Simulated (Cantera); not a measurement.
Hydrocarbon pyrolysis for carbon deposition

A perfectly stirred reactor is fed with 20.4 % C₃H₈, 79.6 % H₂, at 0.000109 atm; it is held at 1798 K, and followed from long to short residence time.

Detailed kinetics in Cantera: GRI-Mech 3.0 (53 species, 325 reactions). GRI-Mech 3.0 was tuned for natural gas; its chemistry of propane as a main component is partial and can be far from experiment. GRI-Mech 3.0 stops at C3 and has no aromatics, soot or wall deposition, so with more carbon than oxygen in the feed, carbon stays in small species such as C2H2 where larger ones or solid carbon would form. Radical loss at walls, strong at low pressure, is not modelled.

| τ (s) | x C₃H₈ | x H₂ | x C₂H₆ | x CH₄ | x CH₃ |
|---|---|---|---|---|---|
| 10 | 5.87e-5 | 0.775 | 9.45e-6 | 0.0391 | 0.00506 |
| 1.9 | 0.000297 | 0.747 | 3.94e-5 | 0.0726 | 0.0112 |
| 0.35 | 0.00154 | 0.708 | 0.000143 | 0.114 | 0.0231 |
| 0.065 | 0.00801 | 0.672 | 0.000473 | 0.138 | 0.0434 |
| 0.012 | 0.0425 | 0.675 | 0.00153 | 0.0988 | 0.0693 |
| 0.0022 | 0.143 | 0.754 | 0.00153 | 0.0159 | 0.0417 |
| 0.00042 | 0.193 | 0.789 | 0.000188 | 0.000631 | 0.00812 |
x: mole fraction; the columns are a selection and need not sum to one.
